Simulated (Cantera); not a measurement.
A closed system holds: 1 mol N2O, 1.1 mol O2, 0.088 mol H2O, held at 1825 K and 0.100 bar.

Equilibrium computed with Cantera from the NASA thermochemical tables; the gas is ideal and each condensed phase is pure. Candidate condensed phases: H2O; 24 gas species. Rates play no part.

Base state: O2 0.592, N2 0.369, H2O 0.0322, NO 0.00519, OH 0.00105, O 0.000374 (mole fractions); condensed: gas only.

Question: What changes in the equilibrium state with this change: temperature from 1825 K to 950 K?

Answer: 
```
species    before    after
-------  --------  -------
O2          0.592    0.595
N2          0.369    0.372
H2O        0.0322   0.0327
NO        0.00519  2.03e-5
O        0.000374    <1e-9
OH        0.00105  5.43e-8
```

Question: What changes in the equilibrium state with this change: pressure from 0.100 bar to 170 bar?

Answer: 
```
species    before     after
-------  --------  --------
O2          0.592     0.592
N2          0.369     0.369
H2O        0.0322    0.0327
OH        0.00105  0.000164
NO2       6.60e-6  0.000273
O        0.000374   9.07e-6
NO        0.00519   0.00520
```
The ideal-gas law is rough above about 30 bar.
